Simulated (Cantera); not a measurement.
Feed: 1 mol Zr, 1.8 mol N₂, 9.2 mol NH₃, equilibrated at 2225 °C.

Cantera equilibrium calculation (NASA polynomials, part measured and part estimated; ideal gas, pure solids and liquids). Candidate condensed phases: Zr, ZrN; 11 gas species. ZrN: taken at fixed stoichiometry. Equilibrium is a limit: real reactors are often held back by kinetics, nucleation or transport.

Question: Which condensed phases are stable at each of these points (P (Pa)): 0.100, 0.750, 5.60, 42, 320, 2400, 18000, 130000, 1000000?

Answer: 
| P (Pa) | condensed phases | Zr condensed (%) |
|---|---|---|
| 0.100 | gas only | 0.0 |
| 0.750 | gas only | 0.0 |
| 5.60 | ZrN(s) | 26.3 |
| 42 | ZrN(s) | 97.2 |
| 320 | ZrN(s) | 99.9 |
| 2400 | ZrN(s) | 100.0 |
| 18000 | ZrN(s) | 100.0 |
| 130000 | ZrN(s) | 100.0 |
| 1000000 | ZrN(s) | 100.0 |

From 0.100 Pa to 0.750 Pa nothing is condensed. From 5.60 Pa to 1000000 Pa the condensed part is ZrN(s).
